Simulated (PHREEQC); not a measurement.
Consider water at 20 °C with 4.8 mmol/kgw NaH2PO4. It is in equilibrium with CO2 at log p = -3.4 (atm). Otherwise closed; pH follows from the charge balance.

The numbers come from PHREEQC with the ion-association model, phreeqc.dat.

| quantity | before | after |
|---|---|---|
| pH | 4.83 | 5.11 |
| HPO4-2 (mol/kgw) | 2.42e-5 | 8.17e-6 |
| HCO3- (mol/kgw) | 4.71e-7 | 8.60e-7 |
| NaHPO4- (mol/kgw) | 1.69e-7 | 1.33e-8 |

Question: What was changed between the two runs?
A. NaH2PO4 from 0.0048 to 0.00096 mol/kgw
B. 0.00082 mol/kgw MgBr2 added
C. 0.001 mol/kgw NH4Br added
D. temperature from 20 to 40 °C
E. NaH2PO4 from 0.0048 to 0.048 mol/kgw

Answer: A, NaH2PO4 from 0.0048 to 0.00096 mol/kgw

No solid was allowed to form.
